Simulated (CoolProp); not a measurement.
Saturation properties of hydrogen chloride.

Values from CoolProp's reference Helmholtz-energy equation of state, Thol 2018.

```json
[
 {"T (K)": "167.1", "p (MPa)": "0.02589", "liquid density (kg/m³)": "1236", "vapour density (kg/m³)": "0.6871", "enthalpy of vaporisation (kJ/kg)": "464.9"},
 {"T (K)": "175.5", "p (MPa)": "0.04659", "liquid density (kg/m³)": "1216", "vapour density (kg/m³)": "1.185", "enthalpy of vaporisation (kJ/kg)": "456.8"},
 {"T (K)": "183.9", "p (MPa)": "0.07901", "liquid density (kg/m³)": "1195", "vapour density (kg/m³)": "1.932", "enthalpy of vaporisation (kJ/kg)": "448.3"},
 {"T (K)": "192.3", "p (MPa)": "0.1274", "liquid density (kg/m³)": "1175", "vapour density (kg/m³)": "3.008", "enthalpy of vaporisation (kJ/kg)": "439.3"},
 {"T (K)": "200.7", "p (MPa)": "0.1965", "liquid density (kg/m³)": "1153", "vapour density (kg/m³)": "4.502", "enthalpy of vaporisation (kJ/kg)": "429.8"},
 {"T (K)": "209.1", "p (MPa)": "0.2919", "liquid density (kg/m³)": "1131", "vapour density (kg/m³)": "6.513", "enthalpy of vaporisation (kJ/kg)": "419.8"},
 {"T (K)": "217.5", "p (MPa)": "0.4195", "liquid density (kg/m³)": "1109", "vapour density (kg/m³)": "9.159", "enthalpy of vaporisation (kJ/kg)": "409.0"},
 {"T (K)": "225.9", "p (MPa)": "0.5859", "liquid density (kg/m³)": "1085", "vapour density (kg/m³)": "12.57", "enthalpy of vaporisation (kJ/kg)": "397.5"},
 {"T (K)": "234.3", "p (MPa)": "0.7978", "liquid density (kg/m³)": "1061", "vapour density (kg/m³)": "16.90", "enthalpy of vaporisation (kJ/kg)": "385.1"},
 {"T (K)": "242.7", "p (MPa)": "1.063", "liquid density (kg/m³)": "1035", "vapour density (kg/m³)": "22.33", "enthalpy of vaporisation (kJ/kg)": "371.7"}
]
```

It boils at 188.2 K under 1 atm.
